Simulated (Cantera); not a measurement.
Feed: 1 mol SO2, at 2502 °C and 1 atm.

Cantera equilibrium calculation (NASA polynomials, part measured and part estimated; ideal gas, pure solids and liquids). Candidate condensed phases: S; 10 gas species. Kinetics and transport are ignored.

Base state: SO2 0.849, SO 0.0935, O2 0.0446, O 0.0103, S 0.00232, S2 0.000354, SO3 0.000216, S2O 0.000100 (mole fractions); condensed: gas only.

Task: What changes in the equilibrium state with this change: SO2 replaced by PH3?

Result: 
```json
[
 {"species": "H2", "before": "0", "after": "0.689"},
 {"species": "P2", "before": "0", "after": "0.232"},
 {"species": "H", "before": "0", "after": "0.0617"},
 {"species": "SO2", "before": "0.849", "after": "0"},
 {"species": "SO", "before": "0.0935", "after": "0"},
 {"species": "O2", "before": "0.0446", "after": "0"},
 {"species": "P", "before": "0", "after": "0.0131"},
 {"species": "O", "before": "0.0103", "after": "0"},
 {"species": "PH", "before": "0", "after": "0.00380"},
 {"species": "S", "before": "0.00232", "after": "0"},
 {"species": "S2", "before": "0.000354", "after": "0"}
]
```
Further candidate phases: P.
